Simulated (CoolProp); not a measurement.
Vapour-liquid equilibrium of R152A (1) + isobutene (2) at -11.45 °C; x and y are mole fractions of (1).

Values from CoolProp's multi-fluid Helmholtz-energy mixture model, Outcalt 1996 and Lemmon 2005; pair parameters Bell 2016.

```tsv
x	bubble pressure, mixture model (kPa)	bubble pressure, Raoult's law (kPa)	y, mixture model	y, Raoult's law
0.05	102.9	89.18	…	0.096
0.125	123.5	95.68	0.378	0.224
0.2	138.3	102.2	…	0.336
0.275	149.1	108.7	…	0.434
0.35	157.1	115.2	0.589	0.521
0.425	163.2	121.7	0.627	0.599
0.5	…	128.2	0.661	0.669
0.575	171.7	134.7	0.693	0.732
0.65	174.6	141.2	0.727	0.790
0.725	176.6	147.6	0.764	0.842
0.8	177.7	154.1	0.807	0.890
0.875	177.3	160.6	0.862	0.934
0.95	174.8	167.1	0.935	0.975
```

What belongs in the gaps?


- 0.05, y, mixture model: 0.208
- 0.2, y, mixture model: 0.476
- 0.275, y, mixture model: 0.541
- 0.5, bubble pressure, mixture model (kPa): 167.9

The largest gap from Raoult's law is +37.2 % in bubble pressure, at x = 0.275. y crosses x between x = 0.8 and 0.875: the model has an azeotrope there.

The pair parameters rest on a limited set of measurements; away from them the model extrapolates.
